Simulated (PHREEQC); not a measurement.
1 kg of water holding 0.0085 mol/kgw NaBr, 0.17 mol/kgw KCl and 0.0059 mol/kgw MgBr2 is evaporated at 30 °C; the solids stay in contact with the brine. CO2 from the air is kept out. The run lets Bischofite, Brucite, Carnallite, Halite, Sylvite, MgCl2_4H2O precipitate or redissolve, and no other solid.

The series has 27 steps of water left (kg), from 1 to 0.006093.

The numbers come from PHREEQC with the Pitzer model, pitzer.dat.

Problem. Which solids form, in which order, and at which step of the series does each first stand?

Solution. Sylvite from water left = 0.0293 kg.
